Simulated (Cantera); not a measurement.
A closed system holds: 1 mol MgCO3, 0.14 mol O2, 0.68 mol H2O, held at 1423.15 K and 10.0 Torr.

Cantera equilibrium calculation (NASA polynomials, part measured and part estimated; ideal gas, pure solids and liquids). Candidate condensed phases: C, C6H6, C7H8, C8H18, H2O, Mg, MgCO3, MgO, Mg(OH)2; 116 gas species. Equilibrium is a limit: real reactors are often held back by kinetics, nucleation or transport.

Base state: CO2 0.549, H2O 0.374, O2 0.0769, OH 0.000171, CO 2.49e-5 (mole fractions); condensed: MgO(s).

What changes in the equilibrium state with this change: MgCO3 replaced by MgO?


```tsv
species	before	after
H2O	0.374	0.829
O2	0.0769	0.171
OH	0.000171	0.000311
CO2	0.549	0
CO	2.49e-5	0
H2	7.47e-6	1.11e-5
MgO(s), mol	1.00	1.00
```

What changes in the equilibrium state with this change: MgCO3 replaced by CaO?


```json
[
 {"species": "H2O", "before": "0.374", "after": "0.829"},
 {"species": "O2", "before": "0.0769", "after": "0.171"},
 {"species": "OH", "before": "0.000171", "after": "0.000311"},
 {"species": "CO2", "before": "0.549", "after": "0"},
 {"species": "CO", "before": "2.49e-5", "after": "0"},
 {"species": "H2", "before": "7.47e-6", "after": "1.11e-5"},
 {"species": "MgO(s), mol", "before": "1.00", "after": "0"},
 {"species": "CaO(s), mol", "before": "0", "after": "1.00"}
]
```
Further candidate phases: Ca, CaO, Ca(OH)2.
